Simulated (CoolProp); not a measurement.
Aqueous sodium chloride as a coolant, at 4 °C, 1 atm.

Computed with CoolProp (Melinder's fits for secondary coolants).

| mass % | freezing point (°C) | viscosity (mPa s) | Prandtl number | conductivity (W/(m K)) | density (kg/m³) |
|---|---|---|---|---|---|
| 2.4 | -1.4 | 1.61 | 11.5 | 0.567 | 1018 |
| 4.6 | -2.8 | 1.66 | 11.6 | 0.566 | 1035 |
| 6.9 | -4.3 | 1.73 | 11.7 | 0.564 | 1052 |
| 9.1 | -5.9 | 1.80 | 11.9 | 0.563 | 1069 |
| 11.3 | -7.6 | 1.88 | 12.2 | 0.561 | 1086 |
| 13.6 | -9.6 | 1.99 | 12.7 | 0.560 | 1104 |
| 15.8 | -11.7 | 2.10 | 13.2 | 0.558 | 1121 |
| 18 | -14.1 | 2.23 | 13.8 | 0.556 | 1139 |
| 20.3 | -16.8 | 2.40 | 14.6 | 0.553 | 1157 |
